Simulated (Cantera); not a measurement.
An adiabatic, constant-volume homogeneous reactor starts with H2 : O2 : N2 : H2O = 1 : 0.333 : 1.25 : 0.09 (molar parts), at 1100 K and 1800 Torr. Integrator tolerance rtol = 1e-08.

Cantera simulation using the H2/O2 subset of GRI-Mech 3.0, which has no nitrogen chemistry; the numbers are that mechanism's predictions, not measurements. The hydrogen kinetics of GRI-Mech 3.0 are dated; newer H2 mechanisms differ, most at raised pressure.

Problem. How do the results move with these cheaper or finer settings: rtol 1e-08 to 1e-06; rtol 1e-08 to 0.01?

Solution. 
| setting | time of steepest temperature rise | temperature at 0.300 s | equilibrium temperature | x(H2) at 0.300 s | integrator steps |
|---|---|---|---|---|---|
| as above | 0.128 ms | 2949 K | 2949 K | 0.140 | 1143 |
| rtol 1e-08 to 1e-06 | 0.128 ms | 2949 K | 2949 K | 0.140 | 777 |
| rtol 1e-08 to 0.01 | 0.211 ms | 2948 K | 2949 K | 0.140 | 167 |
